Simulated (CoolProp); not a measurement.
Vapour-liquid equilibrium of R13 (1) + R113 (2) at 270.4 K; x and y are mole fractions of (1).

Computed with CoolProp (multi-fluid Helmholtz-energy mixture model, Platzer 1990 and Marx 1992; pair parameters Bell 2016). This equation is an older, rougher fit; its heat capacities, sound speeds and derivatives of the liquid may be far off and weren't checked against measurements.

```tsv
x	bubble pressure (MPa)	y at the bubble point	dew pressure at overall composition x (MPa)	liquid density (mol/L)
0.05	0.1286	0.897	0.01384	8.834
0.125	0.2913	0.954	0.01503	9.057
0.2	0.4426	0.970	0.01644	9.286
0.275	0.5840	0.978	0.01815	9.520
0.35	0.7167	0.982	0.02025	9.758
0.425	0.8421	0.985	0.02289	9.998
0.5	0.9619	0.987	0.02634	10.24
0.575	1.078	0.989	0.03099	10.47
0.65	1.192	0.991	0.03765	10.69
0.725	1.306	0.992	0.04794	10.89
0.8	1.426	0.994	0.06598	11.04
0.875	1.557	0.996	0.1057	11.13
0.95	1.711	0.998	0.2651	11.07
```

No azeotrope shows between x = 0.05 and 0.95.

Pair parameters are fitted to limited data, so mixtures are less certain than the pure fluids. The gap from Raoult's law changes sign with composition, which may be real or a fault of the pair parameters; it wasn't checked against measurements.
